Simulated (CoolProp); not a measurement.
Model: reference Helmholtz-energy equation of state, Polt 1992, in CoolProp. This equation is an older, rougher fit; its heat capacities, sound speeds and derivatives of the liquid may be far off and weren't checked against measurements.

Q: Give the vapour pressure (MPa), vapour density (kg/m³), enthalpy of vaporisation (kJ/kg), surface tension (mN/m) of saturated cyclopropane at 352.7 K.

A: 
| T (K) | p (MPa) | vapour density (kg/m³) | enthalpy of vaporisation (kJ/kg) | surface tension (mN/m) |
|---|---|---|---|---|
| 352.7 | 2.51 | 51.5 | 299 | 3.95 |

Surface tension comes from a separate correlation (Mulero 2014).
